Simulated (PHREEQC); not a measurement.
1 kg of water holding 0.29 mol/kgw NaHCO3, 0.053 mol/kgw KCl, 0.048 mol/kgw Na2SO4 and 0.11 mol/kgw Na2CO3 is evaporated at 25 °C; the solids stay in contact with the brine. CO2 from the air is kept out. Only these solids could form: Arcanite, Burkeite, Glaserite, Halite, Kalicinite, Mirabilite, Misenite, Nahcolite, Natron, Sylvite, Thenardite, Trona.

The series has 22 steps of water left (kg), from 1 to 0.01253.

Model: Pitzer model, pitzer.dat, run in PHREEQC.

Which solids form, in which order, and at which step of the series does each first stand?

Nahcolite from water left = 0.2533 kg (pH 9.00); Trona from water left = 0.06405 kg (pH 9.75); Glaserite from water left = 0.04147 kg (pH 9.72); Thenardite from water left = 0.01253 kg (pH 9.45).
